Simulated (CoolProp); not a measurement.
Properties of hexamethyldisiloxane (MM) along the isobar 0.832 MPa (Tc = 518.7 K, pc = 1.931 MPa, ω = 0.418).

The numbers come from the reference Helmholtz-energy equation of state, Thol 2016 in CoolProp.

| T (K) | phase | density (kg/m³) | cv (kJ/(kg K)) | Joule-Thomson coefficient (K/MPa) |
|---|---|---|---|---|
| 376.3 | liquid | 674.0 | 1.739 | -0.2283 |
| 406.6 | liquid | 635.5 | 1.816 | -0.09931 |
| 436.9 | liquid | 591.4 | 1.892 | 0.1285 |
| 497.4 | gas | 41.34 | 1.997 | 13.90 |
| 527.6 | gas | 36.72 | 2.050 | 10.41 |
| 557.9 | gas | 33.37 | 2.108 | 8.310 |
| 588.2 | gas | 30.76 | 2.166 | 6.868 |
| 618.4 | gas | 28.64 | 2.223 | 5.808 |
